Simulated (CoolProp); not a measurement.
A closed Brayton cycle with nitrogen: compressor inlet 312.15 K and 2.7 MPa, high pressure 6.68 MPa, turbine inlet 860 K, compressor efficiency 0.85, turbine efficiency 0.85, recuperator effectiveness 0.9 (on enthalpy, no pinch check). Each further row changes one setting.

Computed with CoolProp (reference Helmholtz-energy equation of state, Span 2000).

```csv
case,thermal efficiency (%),net work (kJ/kg),compressor to turbine work,compressor exit (K),turbine exit (K)
as stated,30.2,63.8,0.64,421.5,703.5
turbine inlet 810 K,27.2,53.3,0.68,421.5,661.2
compressor inlet 322.15 K,28.6,60.0,0.66,434.8,703.5
high pressure 5.68 MPa,30.8,57.7,0.61,399.8,729.2
recuperator effectiveness 0.5,19.2,63.8,0.64,421.5,703.5
```
